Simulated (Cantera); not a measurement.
Cantera run, input and output.

```python
import numpy as np
import cantera as ct

surf = ct.Interface("diamond.yaml", "diamond_100")
gas, bulk = surf.adjacent["gas"], surf.adjacent["diamond"]
k = surf.kinetics_species_index(bulk.species_names[0])
cover = ["c6HH", "c6H*", "c6*H", "c6**", "c6HM", "c6B"]

rows, drift = [], 0.0
print(f"{'xH':>10s}{'um/h':>11s}" + "".join(f"{s:>11s}" for s in cover))
for v in [0.0001, 0.0002, 0.00038, 0.00075, 0.0015, 0.0029, 0.0056, 0.011, 0.021]:
    T, P, xH, xCH3 = 1098, 2100, v, 1.1e-05
    gas.TPX = T, P, {"H": xH, "CH3": xCH3, "CH4": 0.014, "H2": 1 - xH - xCH3 - 0.014}
    surf.TP = bulk.TP = T, P
    surf.coverages = "c6H*:0.1, c6HH:0.9"
    surf.advance_coverages(100.0)
    before = surf.coverages
    surf.advance_coverages(100.0)
    drift = max(drift, np.max(np.abs(surf.coverages - before) / (surf.coverages + 1e-9)))
    rate = surf.net_production_rates[k] * bulk.mean_molecular_weight / bulk.density * 3.6e9
    rows.append([rate, *surf[cover].coverages])
    print(f"{v:10.4g}{rate:11.4e}" + "".join(f"{x:11.3e}" for x in rows[-1][1:]))
```

Output:

```
        xH       um/h       c6HH       c6H*       c6*H       c6**       c6HM        c6B
    0.0001 4.8981e-03  6.026e-01  2.307e-02  3.674e-01  5.709e-03  6.032e-04  1.329e-11
    0.0002 9.7202e-03  5.626e-01  2.523e-02  4.018e-01  9.103e-03  6.986e-04  2.638e-11
   0.00038 1.7205e-02  5.402e-01  2.637e-02  4.199e-01  1.215e-02  7.495e-04  4.669e-11
   0.00075 3.0086e-02  5.268e-01  2.703e-02  4.303e-01  1.468e-02  7.484e-04  8.164e-11
    0.0015 5.0439e-02  5.194e-01  2.737e-02  4.357e-01  1.638e-02  6.807e-04  1.369e-10
    0.0029 7.6648e-02  5.159e-01  2.755e-02  4.384e-01  1.733e-02  5.604e-04  2.080e-10
    0.0056 1.0599e-01  5.140e-01  2.765e-02  4.398e-01  1.786e-02  4.120e-04  2.876e-10
     0.011 1.3345e-01  5.131e-01  2.772e-02  4.406e-01  1.816e-02  2.679e-04  3.621e-10
     0.021 1.5328e-01  5.127e-01  2.780e-02  4.410e-01  1.832e-02  1.624e-04  4.159e-10
```

Model: the Harris–Goodwin 1993 mechanism for the reconstructed diamond (100) surface, integrated in Cantera.
